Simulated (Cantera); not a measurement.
What does this Cantera script print?

```python
import numpy as np
import cantera as ct

gas_names = """
    AL ALCL ALCL2 ALCL3 ALH ALN AL2 AL2CL6 CL CL2 H HCL H2 N NH NH2 NH3 N2 N2H2 N2H4
""".split()
cond_names = """
    AL(cr) AL(L) ALCL3(s) ALCL3(L) ALN(s) NH4CL(a) NH4CL(b)
""".split()


# ... load() reads the species with a 1 bar reference pressure and builds the phases ...
atoms = {
    'AlN': {'AL': 1, 'N': 1},
    'HCl': {'H': 1, 'CL': 1},
    'N2': {'N': 2},
    'Cl2': {'CL': 2},
}
top_T = {'ALN(s)': 2750}  # K; cautious upper limits of use, not melting points


# ... equilibrate(T, P, feed) seeds the gas with the atoms and calls Mixture.equilibrate('TP', solver="vcs", rtol=1e-11, max_steps=5000) ...
results = []
feed = {'AlN': 1, 'HCl': 60, 'N2': 3.5, 'Cl2': 1.1}  # mol
T = 1075  # K
P = 1100  # Pa
mix = equilibrate(T, P, feed)
results.append((T, P, feed, dict(zip(mix.species_names, mix.species_moles))))
print(gas.report(threshold=1e-06))
for i in range(1, mix.n_phases):
    print(f"{mix.phase(i).name:16s} {mix.phase_moles(i):12.5e} mol")
```

It prints:

```
       temperature   1075 K
          pressure   1100 Pa
           density   0.0045808 kg/m^3
  mean mol. weight   37.221 kg/kmol
   phase of matter   gas

                          1 kg             1 kmol
                     ---------------   ---------------
          enthalpy       -1.8695e+06       -6.9587e+07  J
   internal energy       -2.1097e+06       -7.8525e+07  J
           entropy            7214.1        2.6852e+05  J/K
    Gibbs function       -9.6247e+06       -3.5824e+08  J
 heat capacity c_p            883.31             32878  J/K
 heat capacity c_v            659.93             24564  J/K

                      mass frac. Y      mole frac. X     chem. pot. / RT
                     ---------------   ---------------   ---------------
             ALCL3           0.05545           0.01548           -117.11
                CL        1.4025e-06        1.4726e-06           -25.748
               HCL           0.89761           0.91641           -39.389
                H2        0.00033541         0.0061927           -27.283
                N2          0.046602          0.061919           -32.344
     [  +15 minor]        8.6701e-07        1.7337e-07

AL(L)             0.00000e+00 mol
ALCL3(L)          0.00000e+00 mol
ALN(s)            0.00000e+00 mol
```

Cantera equilibrium calculation (NASA polynomials, part measured and part estimated; ideal gas, pure solids and liquids).
